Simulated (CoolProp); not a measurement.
Tetradecamethylhexasiloxane (MD4M) along the isotherm 620 K: density (kg/m³) from the reference equation and from simpler models built on Tc = 653.2 K, pc = 8.286 bar, ω = 0.800; each cubic takes its own stable root.

Computed with CoolProp (reference Helmholtz-energy equation of state, Thol 2019).

```json
[
 {"p (bar)": "0.319", "phase": "gas", "reference": "2.896"},
 {"p (bar)": "0.637", "phase": "gas", "reference": "5.899"},
 {"p (bar)": "0.956", "phase": "gas", "reference": "9.042"},
 {"p (bar)": "1.27", "phase": "gas", "reference": "12.28"},
 {"p (bar)": "1.59", "phase": "gas", "reference": "15.74"},
 {"p (bar)": "1.91", "phase": "gas", "reference": "19.38"},
 {"p (bar)": "2.23", "phase": "gas", "reference": "23.23"},
 {"p (bar)": "2.55", "phase": "gas", "reference": "27.33"},
 {"p (bar)": "2.87", "phase": "gas", "reference": "31.70"},
 {"p (bar)": "3.19", "phase": "gas", "reference": "36.40"},
 {"p (bar)": "3.51", "phase": "gas", "reference": "41.51"},
 {"p (bar)": "3.82", "phase": "gas", "reference": "46.92"},
 {"p (bar)": "4.14", "phase": "gas", "reference": "53.11"}
]
```

How far does each simpler model (ideal gas, van der Waals, Redlich-Kwong, Soave-Redlich-Kwong, Peng-Robinson) lie from the reference over these 13 states: mean and median of the absolute difference, and the worst?


- ideal gas: mean 15.2 %, median 14.5 %, worst -30.6 % at 620 K and 4.14 bar
- van der Waals: mean 5.7 %, median 5.1 %, worst -12.8 % at 620 K and 4.14 bar
- Redlich-Kwong: mean 3.9 %, median 3.4 %, worst -9.0 % at 620 K and 4.14 bar
- Soave-Redlich-Kwong: mean 2.6 %, median 2.3 %, worst -5.9 % at 620 K and 4.14 bar
- Peng-Robinson: mean 1.4 %, median 1.1 %, worst -3.5 % at 620 K and 4.14 bar
